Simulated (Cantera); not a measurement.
A perfectly stirred reactor is fed with CH4 : H2 = 1 : 40 (molar parts), at 630 Torr; it is held at 1875 K, and followed from long to short residence time.

Detailed kinetics in Cantera: GRI-Mech 3.0 (53 species, 325 reactions). GRI-Mech 3.0 stops at C3 and has no aromatics, soot or wall deposition, so with more carbon than oxygen in the feed, carbon stays in small species such as C2H2 where larger ones or solid carbon would form.

Problem. What does this change do: CH4 1 to 0.69 parts?

Solution. 
| quantity | before | after |
|---|---|---|
| x(CH4) at τ = 3.50 s | 0.00326 | 0.00270 |
| x(H2) at τ = 3.50 s | 0.986 | 0.990 |
| x(H) at τ = 3.50 s | 0.000714 | 0.000716 |
| x(C2H4) at τ = 3.50 s | 0.000119 | 8.12e-5 |
| x(C2H) at τ = 3.50 s | 8.74e-8 | 5.93e-8 |
| x(CH4) at τ = 51.0 ms | 0.0112 | 0.00881 |
| x(H2) at τ = 51.0 ms | 0.982 | 0.986 |
| x(H) at τ = 51.0 ms | 0.000702 | 0.000706 |
| x(C2H4) at τ = 51.0 ms | 8.28e-5 | 5.15e-5 |
| x(C2H) at τ = 51.0 ms | 5.32e-8 | 3.30e-8 |

Problem. What does this change do: temperature 1875 to 1225 K?

Solution. 
| quantity | before | after |
|---|---|---|
| x(CH4) at τ = 3.50 s | 0.00326 | 0.0244 |
| x(H2) at τ = 3.50 s | 0.986 | 0.976 |
| x(H) at τ = 3.50 s | 0.000714 | 3.25e-7 |
| x(C2H4) at τ = 3.50 s | 0.000119 | 1.71e-6 |
| x(C2H) at τ = 3.50 s | 8.74e-8 | <1e-12 |
| x(CH4) at τ = 51.0 ms | 0.0112 | 0.0244 |
| x(H2) at τ = 51.0 ms | 0.982 | 0.976 |
| x(H) at τ = 51.0 ms | 0.000702 | 2.46e-7 |
| x(C2H4) at τ = 51.0 ms | 8.28e-5 | 6.32e-9 |
| x(C2H) at τ = 51.0 ms | 5.32e-8 | <1e-12 |
